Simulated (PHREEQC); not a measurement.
# Copper plating or etch bath: an equilibrium model

A solution holds 46 mmol/kgw CuSO4 and 46 mmol/kgw HNO3, at 25 °C. Closed to the air; pH follows from the charge balance.

The numbers come from PHREEQC with the ion-association model, wateq4f.dat.

This is a speciation only: nothing precipitates in the calculation.

Task: Predict the pH, ionic strength.

Result: pH 1.62; ionic strength 0.145 mol/kgw.

Task: In which forms is S present?

Result: HSO4- 36 %, SO4-2 36 %, CuSO4 28 % of the S.

Species that the database lacks are ignored.
